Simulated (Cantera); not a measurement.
## Adiabatic ignition

An adiabatic, constant-volume homogeneous reactor starts with 11.9 % CH₄, 4.29 % H₂, 17.6 % O₂, 66.2 % N₂, equivalence ratio 1.5, at 1300 K and 0.681 atm.

Model: GRI-Mech 3.0 (53 species, 325 reactions), integrated in Cantera.

```tsv
t (s)	T (K)	P (bar)	x CH₄	x H₂	x O₂	x CH₂CO	x CH₂
3.00e-6	1300	0.690	0.119	0.0429	0.176	<1e-12	<1e-12
7.67e-6	1300	0.690	0.119	0.0429	0.176	<1e-12	<1e-12
1.96e-5	1300	0.690	0.119	0.0429	0.176	<1e-12	<1e-12
5.02e-5	1300	0.690	0.119	0.0429	0.176	<1e-12	<1e-12
0.000128	1300	0.690	0.119	0.0429	0.176	<1e-12	<1e-12
0.000328	1300	0.690	0.119	0.0428	0.176	7.15e-12	3.19e-11
0.000839	1307	0.693	0.118	0.0425	0.175	2.22e-7	3.08e-9
0.00215	1436	0.764	0.100	0.0439	0.161	0.000138	1.23e-7
0.00549	2834	1.63	<1e-12	0.0755	0.00186	<1e-12	1.21e-12
0.0140	2834	1.63	<1e-12	0.0755	0.00186	<1e-12	1.21e-12
0.0359	2834	1.63	<1e-12	0.0755	0.00186	<1e-12	1.21e-12
0.0918	2834	1.63	<1e-12	0.0755	0.00186	<1e-12	1.21e-12
0.235	2834	1.63	<1e-12	0.0755	0.00186	<1e-12	1.21e-12
0.600	2834	1.63	<1e-12	0.0755	0.00186	<1e-12	1.21e-12
```
x: mole fraction; the columns are a selection and need not sum to one.

```yaml
time_of_steepest_temperature_rise: 2.34 ms
temperature at 0.600 s: 2834 K
equilibrium_temperature: 2834 K
x(CH₄) at 0.600 s: <1e-12 (gas-phase equilibrium <1e-12)
x(H₂) at 0.600 s: 0.0755 (gas-phase equilibrium 0.0755)
x(O₂) at 0.600 s: 0.00186 (gas-phase equilibrium 0.00186)
```
